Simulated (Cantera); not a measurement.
Transport properties of process gases

Gas mixture: 20.3 % CH₄, 33.4 % C₂H₄, 29.3 % N₂, 16.9 % C₂H₆, at 1.00 atm, frozen composition.

Cantera's kinetic-theory transport with the Lennard-Jones parameters of GRI-Mech 3.0, ideal gas; thermal conductivity in the mixture-averaged form. The composition is frozen, though it would react at the higher temperatures.

```
T (K)  ρ (kg/m³)  cp (J/kg/K)  μ (µPa s)  λ (mW/m/K)     Pr  D (cm²/s) H₂O  D (cm²/s) CH₄  D (cm²/s) NH₃
-----  ---------  -----------  ---------  ----------  -----  -------------  -------------  -------------
400        0.790         1752       15.6        36.7  0.743          0.328          0.311          0.317
600        0.527         2250       21.5        62.7  0.774          0.714          0.639          0.684
800        0.395         2642       26.7        89.1  0.791           1.21           1.05           1.16
1000       0.316         2960       31.2         115  0.806           1.81           1.54           1.72
1200       0.263         3202       35.4         139  0.814           2.50           2.09           2.36
1400       0.226         3393       39.3         163  0.819           3.27           2.71           3.08
1600       0.198         3543       43.0         185  0.822           4.11           3.39           3.88
1800       0.176         3660       46.5         207  0.824           5.03           4.12           4.73
2000       0.158         3752       49.8         227  0.825           6.01           4.91           5.66
```
D: mixture-averaged diffusion coefficient of that species in the mixture.
